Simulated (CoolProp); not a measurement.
Values from CoolProp's reference Helmholtz-energy equation of state, Thol 2018.

### Question
For hydrogen chloride, give the phase and the cv (kJ/(kg K)), Joule-Thomson coefficient (K/MPa) at 564.2 K and 0.113 bar.

### Answer
- 564.2 K and 0.113 bar: gas; cv 0.580, Joule-Thomson coefficient 4.57
